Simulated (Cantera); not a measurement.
A freely propagating, adiabatic, planar premixed flame of 13.9 % CH₃OH, 17.3 % O₂, 65.1 % N₂, 3.74 % H₂O, equivalence ratio 1.2, unburnt at 350 K and 0.217 atm; multicomponent transport, grid criteria slope 0.08 and curve 0.16, no radiation.

Detailed kinetics in Cantera: GRI-Mech 3.0 (53 species, 325 reactions). GRI-Mech 3.0 was tuned for natural gas; its chemistry of methanol as a main component is partial and can be far from experiment. Burning velocities carry a grid error of a few per cent, more on coarse grids.

x: mole fraction of selected species; z is measured from the peak of heat release.

```tsv
z (mm)	T (K)	u (m/s)	x CH₃OH	x O₂	x H₂O	x NO₂	x C₂H	x NO
-3.39	350	0.749	0.138	0.173	0.0373	<1e-8	<1e-8	<1e-8
-2.26	351	0.754	0.138	0.172	0.0374	<1e-8	<1e-8	<1e-8
-1.69	357	0.770	0.137	0.171	0.0381	<1e-8	<1e-8	<1e-8
-1.13	…	0.909	0.133	0.165	0.0456	1.41e-8	<1e-8	<1e-8
-0.564	…	1.83	0.102	0.133	0.0943	1.09e-7	<1e-8	7.97e-8
-0.282	…	2.83	0.0567	0.0969	0.144	1.06e-7	<1e-8	3.11e-7
0	1589	3.89	0.00926	0.0590	0.197	1.69e-8	<1e-8	7.48e-7
0.282	1718	4.23	0.000157	0.0360	0.223	<1e-8	<1e-8	1.21e-6
0.564	1748	4.29	5.46e-7	0.0228	0.233	<1e-8	<1e-8	1.60e-6
1.13	1782	4.35	<1e-8	0.0135	0.234	<1e-8	<1e-8	2.24e-6
2.26	1820	4.41	<1e-8	0.0102	0.232	<1e-8	<1e-8	3.25e-6
4.51	1864	4.50	<1e-8	0.00854	0.235	<1e-8	<1e-8	4.86e-6
9.03	1921	4.62	<1e-8	0.00682	0.240	<1e-8	<1e-8	7.38e-6
```

Fill in the missing entries.


- -1.13, T (K): 415
- -0.564, T (K): 804
- -0.282, T (K): 1198
